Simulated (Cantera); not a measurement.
Charge: 1 mol CaF2, 74 mol N2, held at 1400 K and 10.0 Torr.

Equilibrium computed with Cantera from the NASA thermochemical tables; the gas is ideal and each condensed phase is pure. Candidate condensed phases: Ca, CaF2; 11 gas species. Rates play no part.

Base state: N2 1.000, CaF2 1.63e-5 (mole fractions); condensed: CaF2(s).

Question: What changes in the equilibrium state with this change: temperature from 1400 K to 1898.15 K?

Answer: 
```
species        before   after
------------  -------  ------
N2              1.000   0.987
CaF2          1.63e-5  0.0133
CaF2(s), mol    0.999       0
```

Question: What changes in the equilibrium state with this change: temperature from 1400 K to 1900 K?

Answer: 
```tsv
species	before	after
N2	1.000	0.987
CaF2	1.63e-5	0.0133
CaF2(s), mol	0.999	0
```
